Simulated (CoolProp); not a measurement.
The fluid at 245.58 K and 0.27 MPa is throttled through a valve to 0.0175 MPa with no heat exchange. The same conditions are run with several fluids, on thermodynamics alone (safety and materials aside).

Model: reference Helmholtz-energy equation of state of each fluid (C2F6 (R116): Lemmon 2006; fluorine: de Reuck 1990; nitrous oxide: Lemmon 2006; sulfur hexafluoride: Guder 2009; normal hydrogen: Leachman 2009), in CoolProp.

```json
[
 {"fluid": "C2F6 (R116)", "temperature change (K)": "-3.8", "final density (kg/m³)": "1.21"},
 {"fluid": "fluorine", "temperature change (K)": "-0.7", "final density (kg/m³)": "0.327"},
 {"fluid": "nitrous oxide", "temperature change (K)": "-4.5", "final density (kg/m³)": "0.385"},
 {"fluid": "sulfur hexafluoride", "temperature change (K)": "-4.5", "final density (kg/m³)": "1.28"},
 {"fluid": "normal hydrogen", "temperature change (K)": "+0.0", "final density (kg/m³)": "0.0173"}
]
```
